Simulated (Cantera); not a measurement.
Feed: 1 mol LiOH, 0.6 mol H2, 0.45 mol H2O, at 2900 Pa.

These are equilibrium values from Cantera (NASA tables, ideal gas, pure condensed phases), not measurements of a reactor. Candidate condensed phases: H2O, Li, LiH, LiOH, Li2O; 17 gas species. Rates play no part.

log p: log10 of the partial pressure in bar; n: condensed amount in mol.

| T (K) | log p H2O | log p LiOH | log p H2 | log p Li | log p H | n Li2O(s) |
|---|---|---|---|---|---|---|
| 923 | -1.75 | -6.34 | -1.95 | -11.66 | -10.59 | 0.500 |
| 1023 | -1.75 | -5.32 | -1.95 | -9.83 | -9.36 | 0.500 |
| 1123 | -1.75 | -4.49 | -1.95 | -8.34 | -8.35 | 0.499 |
| 1223 | -1.75 | -3.80 | -1.95 | -7.10 | -7.50 | 0.496 |
| 1323 | -1.76 | (withheld) | -1.95 | (withheld) | (withheld) | 0.483 |
| 1423 | -1.79 | -2.74 | -1.96 | -5.15 | -6.16 | 0.449 |
| 1523 | -1.85 | -2.34 | -1.99 | -4.36 | -5.63 | 0.366 |
| 1623 | -1.98 | -2.04 | -2.03 | -3.64 | -5.18 | 0.198 |
| 1723 | -2.14 | -1.89 | -2.10 | -3.09 | -4.79 | 0 |
| 1823 | -2.12 | -1.91 | -2.12 | (withheld) | (withheld) | 0 |
| 1923 | -2.10 | -1.93 | -2.14 | -2.76 | -4.09 | 0 |
| 2023 | -2.07 | -1.96 | -2.16 | -2.63 | -3.80 | 0 |
| 2123 | -2.05 | -1.99 | -2.19 | -2.53 | -3.54 | 0 |
| 2223 | -2.03 | -2.03 | -2.23 | -2.45 | -3.31 | 0 |

Task: Complete the blanks.

Result: 
- 1823, log p Li: -2.91
- 1823, log p H: -4.42
- 1323, log p LiOH: -3.22
- 1323, log p Li: -6.05
- 1323, log p H: -6.78
